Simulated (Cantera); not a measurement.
A freely propagating, adiabatic, planar premixed flame of CO : H2 : CH4 : O2 : N2 = 1 : 0.72 : 0.083 : 0.933 : 3.73 (molar parts), unburnt at 300 K and 15000 Pa; mixture-averaged transport, grid criteria slope 0.08 and curve 0.16, no radiation.

Model: GRI-Mech 3.0 (53 species, 325 reactions), integrated in Cantera. Burning velocities carry a grid error of a few per cent, more on coarse grids.

**Question.** Predict: laminar burning velocity; thermal thickness; peak x(H).

**Answer.** 
```
Property                     Value
------------------------  --------
laminar burning velocity  118 cm/s
thermal thickness          3.94 mm
peak x(H)                   0.0416
```
